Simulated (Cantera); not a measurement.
What does this Cantera script print?

```python
import numpy as np
import cantera as ct

gas = ct.Solution("gri30.yaml")
gas.TPX = 1773, 101325, {'H2': 1, 'O2': 1.32, 'N2': 14.5, 'H2O': 3.2}
reactor = ct.IdealGasReactor(gas, energy="on", clone=False)
net = ct.ReactorNet([reactor])
net.rtol, net.atol = 1e-08, 1e-16
show = ['H2', 'O2', 'H2O', 'NO', 'HO2', 'O']
times = np.geomspace(4e-06, 1, 16)

steps = ct.SolutionArray(gas, extra=["t"])
rows = []
print(f"{'t/s':>10s}{'T/K':>9s}{'P/Pa':>11s}" + "".join(f"{s:>11s}" for s in show))
for t in times:
    while net.time < t:
        t_next = net.step()
        steps.append(gas.state, t=t_next)
    rows.append([np.interp(t, steps.t, y) for y in (steps.T, steps.P, *steps(*show).X.T)])
    print(f"{t:10.3e}{rows[-1][0]:9.1f}{rows[-1][1]:11.4g}" + "".join(f"{x:11.3e}" for x in rows[-1][2:]))
rate = np.gradient(steps.T, steps.t)
print("integrator steps:", len(steps.t))
if steps.T.max() > steps.T[0] + 200:
    print(f"time of steepest temperature rise: {steps.t[rate.argmax()]:.4e} s")
gas.TPX = 1773, 101325, {'H2': 1, 'O2': 1.32, 'N2': 14.5, 'H2O': 3.2}
gas.equilibrate("UV")
print(f"equilibrium (UV): T = {gas.T:.1f} K  " + "  ".join(f"{s} {gas[s].X[0]:.3e}" for s in show))
```

Output:

```
       t/s      T/K       P/Pa         H2         O2        H2O         NO        HO2          O
 4.000e-06   1773.0  1.013e+05  4.994e-02  6.593e-02  1.598e-01  6.466e-13  1.424e-06  1.305e-06
 9.161e-06   1773.0  1.013e+05  4.971e-02  6.581e-02  1.600e-01  2.595e-11  5.345e-06  3.187e-05
 2.098e-05   1792.9  1.023e+05  1.794e-02  4.732e-02  1.813e-01  2.849e-07  1.934e-05  6.414e-03
 4.804e-05   1902.7  1.078e+05  1.109e-02  4.320e-02  1.913e-01  3.443e-06  1.368e-05  5.621e-03
 1.100e-04   2018.5  1.135e+05  6.586e-03  4.173e-02  2.004e-01  7.490e-06  8.011e-06  3.122e-03
 2.520e-04   2100.9  1.176e+05  2.840e-03  4.111e-02  2.077e-01  1.256e-05  3.934e-06  1.292e-03
 5.771e-04   2138.3  1.194e+05  1.121e-03  4.117e-02  2.113e-01  1.827e-05  2.428e-06  5.086e-04
 1.322e-03   2146.1  1.198e+05  7.875e-04  4.124e-02  2.121e-01  2.568e-05  2.215e-06  3.604e-04
 3.027e-03   2146.3  1.198e+05  7.772e-04  4.123e-02  2.121e-01  4.101e-05  2.208e-06  3.558e-04
 6.931e-03   2146.2  1.198e+05  7.770e-04  4.121e-02  2.121e-01  7.597e-05  2.207e-06  3.555e-04
 1.587e-02   2146.0  1.198e+05  7.764e-04  4.117e-02  2.121e-01  1.554e-04  2.204e-06  3.549e-04
 3.635e-02   2145.6  1.197e+05  7.750e-04  4.109e-02  2.122e-01  3.340e-04  2.197e-06  3.535e-04
 8.326e-02   2144.6  1.197e+05  7.720e-04  4.090e-02  2.122e-01  7.246e-04  2.182e-06  3.505e-04
 1.907e-01   2142.6  1.196e+05  7.661e-04  4.051e-02  2.122e-01  1.517e-03  2.151e-06  3.443e-04
 4.367e-01   2139.3  1.194e+05  7.563e-04  3.987e-02  2.122e-01  2.823e-03  2.100e-06  3.344e-04
 1.000e+00   2136.1  1.192e+05  7.469e-04  3.925e-02  2.123e-01  4.101e-03  2.051e-06  3.249e-04
integrator steps: 1056
time of steepest temperature rise: 2.3418e-05 s
equilibrium (UV): T = 2135.0 K  H2 7.436e-04  O2 3.903e-02  H2O 2.123e-01  NO 4.546e-03  HO2 2.034e-06  O 3.217e-04
```

Cantera simulation using GRI-Mech 3.0 (53 species, 325 reactions); the numbers are that mechanism's predictions, not measurements.
